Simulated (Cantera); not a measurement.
A closed system holds: 1 mol CH₃SiH₃, 0.044 mol C₃H₈, 500 mol H₂, at 0.100 bar.

Cantera equilibrium calculation (NASA polynomials, part measured and part estimated; ideal gas, pure solids and liquids). Candidate condensed phases: C, C₆H₆, C₇H₈, C₈H₁₈, Si, SiC; 87 gas species. The feed counts by its element totals alone. Gases not in the tables: Si₂H₆ and higher silanes. Equilibrium is a limit: real reactors are often held back by kinetics, nucleation or transport. All values below are at 1777 °C.

Base state: H₂ 0.992, H 0.00715, C₂H₂ (acetylene) 0.000202, Si 0.000116, SiH 2.21e-5, SiH₂ 2.08e-5, CH₄ 1.61e-5 (mole fractions); condensed: SiC(s).

**Question.** What changes in the equilibrium state with this change: CH₃SiH₃ replaced by CH₃SiCl₃?

**Answer.** 
| species | before | after |
|---|---|---|
| H₂ | 0.992 | 0.987 |
| H | 0.00715 | 0.00713 |
| HCl | 0 | 0.00588 |
| Cl | 0 | 3.14e-5 |
| Si | 0.000116 | 0.000114 |
| SiCl₂ | 0 | 1.17e-5 |
| C₂H₂ (acetylene) | 0.000202 | 0.000209 |
| SiH₂ | 2.08e-5 | 2.03e-5 |
| SiH | 2.21e-5 | 2.16e-5 |
| CH₄ | 1.61e-5 | 1.62e-5 |
| SiC(s), mol | 0.915 | 0.908 |
